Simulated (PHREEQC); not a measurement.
Make-up at 85 °C: 0.0015 mol NaOH and 0.021 mol Li2CO3 per kg of water. Closed to the air; pH follows from the charge balance.

All values are PHREEQC results (ion-association model, phreeqc.dat), not measurements.

| Item | Result |
|---|---|
| pH | 10.24 |
| ionic strength | 0.0571 mol/kgw |
| specific conductance | 11600 µS/cm |
| density | 0.970 g/cm³ |
| total alkalinity | 43.5 meq/kg |

```json
[
 {"species": "Li+", "molality": "0.0420", "activity": "0.0339", "log γ": "-0.093"},
 {"species": "CO3-2", "molality": "0.0144", "activity": "0.00596", "log γ": "-0.384"},
 {"species": "OH-", "molality": "0.00720", "activity": "0.00562", "log γ": "-0.108"},
 {"species": "HCO3-", "molality": "0.00570", "activity": "0.00456", "log γ": "-0.096"},
 {"species": "NaCO3-", "molality": "0.000871", "activity": "0.000689", "log γ": "-0.102"},
 {"species": "Na+", "molality": "0.000628", "activity": "0.000500", "log γ": "-0.099"},
 {"species": "NaHCO3", "molality": "9.55e-7", "activity": "9.68e-7", "log γ": "0.006"}
]
```

Precipitation was switched off in this run. Constants without temperature data keep their 25 °C values here.
